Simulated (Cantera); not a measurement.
## TiCl4 + O2 (titanium nitride, carbide and oxide coatings)

Feed: 1 mol TiCl4, 0.45 mol O2, equilibrated at 0.790 bar.

Cantera equilibrium calculation (NASA polynomials, part measured and part estimated; ideal gas, pure solids and liquids). Candidate condensed phases: Ti, TiCl2, TiCl3, TiCl4, TiO, TiO2, Ti2O3, Ti3O5, Ti4O7; 15 gas species. Condensed phases not in the tables: TiOCl. Rates play no part.

```csv
T (°C),x Cl2,x TiCl4,x Cl,x O2,n TiO2(rutile)
352,0.621,0.379,4.64e-8,1.34e-12,0.450
452,0.621,0.379,1.22e-6,1.60e-10,0.450
552,0.621,0.379,1.46e-5,5.88e-9,0.450
652,0.621,0.379,0.000103,9.79e-8,0.450
752,0.620,0.379,0.000496,9.32e-7,0.450
852,0.619,0.379,0.00182,5.88e-6,0.450
952,0.616,0.378,0.00539,2.71e-5,0.450
1052,0.610,0.377,0.0136,9.77e-5,0.450
1152,0.596,0.374,0.0298,0.000286,0.450
1252,0.572,0.369,0.0586,0.000697,0.449
1352,0.533,0.361,0.104,0.00143,0.448
1452,0.478,0.349,0.170,0.00248,0.446
1552,0.407,0.333,0.255,0.00362,0.443
1652,0.326,0.313,0.352,0.00443,0.440
```
x: gas mole fraction; n: condensed amount in mol.

From 352 °C to 1652 °C the condensed part is TiO2(rutile). The main Ti-bearing gas is TiCl4 throughout.
